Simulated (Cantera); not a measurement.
Feed: 1 mol MgO, 3.5 mol HCl, 5 mol N₂, at 0.100 bar.

Cantera equilibrium calculation (NASA polynomials, part measured and part estimated; ideal gas, pure solids and liquids). Candidate condensed phases: H₂O, Mg, MgCl₂, MgO, Mg(OH)₂, NH₄Cl; 38 gas species. Kinetics and transport are ignored.

x: gas mole fraction; n: condensed amount in mol.

| T (K) | x N₂ | x HCl | x MgCl₂ | x H₂O | x Cl | x H₂ | n MgO(s) |
|---|---|---|---|---|---|---|---|
| 1223 | 0.588 | 0.395 | 0.00825 | 0.00825 | 5.44e-5 | 3.54e-5 | 0.930 |
| 1298 | 0.588 | 0.387 | 0.0121 | 0.0121 | 0.000128 | 7.50e-5 | 0.897 |
| 1373 | 0.588 | 0.378 | ? | ? | ? | ? | 0.857 |
| 1448 | 0.588 | 0.366 | 0.0225 | 0.0225 | 0.000522 | 0.000278 | 0.809 |
| 1523 | 0.588 | 0.353 | 0.0288 | 0.0288 | 0.000936 | 0.000489 | 0.755 |
| 1598 | 0.588 | 0.338 | 0.0357 | 0.0357 | 0.00158 | 0.000816 | 0.696 |
| 1673 | 0.587 | 0.323 | 0.0429 | 0.0429 | 0.00252 | 0.00130 | 0.635 |
| 1748 | 0.587 | 0.306 | 0.0503 | 0.0502 | 0.00384 | 0.00198 | 0.572 |
| 1823 | 0.586 | 0.290 | ? | ? | ? | ? | ? |
| 1898 | 0.586 | 0.273 | 0.0647 | 0.0644 | 0.00790 | 0.00414 | 0.447 |
| 1973 | 0.585 | 0.256 | 0.0714 | 0.0708 | 0.0108 | 0.00572 | 0.389 |

Question: Complete the blanks.

Answer: 
- 1373, x MgCl₂: 0.0169
- 1373, x H₂O: 0.0169
- 1373, x Cl: 0.000270
- 1373, x H₂: 0.000149
- 1823, x MgCl₂: 0.0576
- 1823, x H₂O: 0.0575
- 1823, x Cl: 0.00561
- 1823, x H₂: 0.00291
- 1823, n MgO(s): 0.509
